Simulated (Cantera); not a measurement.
Cantera with NASA thermochemical tables; ideal gases at 1 bar, condensed phases pure. Values are per mole of reaction as written; species without (g) are pure solids or liquids, kept so even where they would boil at 1 bar.

MgS → S + Mg(g)

```json
[
 {"T (K)": "550", "ΔH° (kJ)": "496.6", "ΔS° (J/K)": "139.2", "ΔG° (kJ)": "420.0", "log10 K": "-39.89"},
 {"T (K)": "600", "ΔH° (kJ)": "497.0", "ΔS° (J/K)": "140.0", "ΔG° (kJ)": "413.0", "log10 K": "-35.96"},
 {"T (K)": "650", "ΔH° (kJ)": "497.2", "ΔS° (J/K)": "140.3", "ΔG° (kJ)": "406.0", "log10 K": "-32.63"},
 {"T (K)": "700", "ΔH° (kJ)": "497.3", "ΔS° (J/K)": "140.5", "ΔG° (kJ)": "399.0", "log10 K": "-29.77"},
 {"T (K)": "750", "ΔH° (kJ)": "497.4", "ΔS° (J/K)": "140.5", "ΔG° (kJ)": "392.0", "log10 K": "-27.30"},
 {"T (K)": "800", "ΔH° (kJ)": "497.4", "ΔS° (J/K)": "140.6", "ΔG° (kJ)": "384.9", "log10 K": "-25.13"},
 {"T (K)": "850", "ΔH° (kJ)": "[?]", "ΔS° (J/K)": "[?]", "ΔG° (kJ)": "[?]", "log10 K": "[?]"},
 {"T (K)": "900", "ΔH° (kJ)": "[?]", "ΔS° (J/K)": "[?]", "ΔG° (kJ)": "[?]", "log10 K": "[?]"}
]
```

Q: What belongs in the gaps?

A: 
- 850, ΔH° (kJ): 497.5
- 850, ΔS° (J/K): 140.6
- 850, ΔG° (kJ): 377.9
- 850, log10 K: -23.22
- 900, ΔH° (kJ): 497.6
- 900, ΔS° (J/K): 140.8
- 900, ΔG° (kJ): 370.9
- 900, log10 K: -21.52
